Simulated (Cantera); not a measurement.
An isothermal, constant-pressure homogeneous reactor starts with 7.14 % C2H6, 92.9 % N2, at 1225 K and 13300 Pa.

Computed with Cantera and GRI-Mech 3.0 (53 species, 325 reactions). GRI-Mech 3.0 stops at C3 and has no aromatics, soot or wall deposition, so with more carbon than oxygen in the feed, carbon stays in small species such as C2H2 where larger ones or solid carbon would form.

Predict: x(C2H6) at 300 s; x(H2) at 300 s; x(C2H2) at 300 s; x(C2H4) at 300 s; x(CH3) at 300 s.


```
Quantity                                            Value
----------------  ---------------------------------------
x(C2H6) at 300 s  7.56e-6 (gas-phase equilibrium 3.76e-6)
x(H2) at 300 s       0.101 (gas-phase equilibrium 0.0952)
x(C2H2) at 300 s    0.0511 (gas-phase equilibrium 0.0251)
x(C2H4) at 300 s  0.00561 (gas-phase equilibrium 0.00262)
x(CH3) at 300 s   1.25e-6 (gas-phase equilibrium 1.07e-6)
```
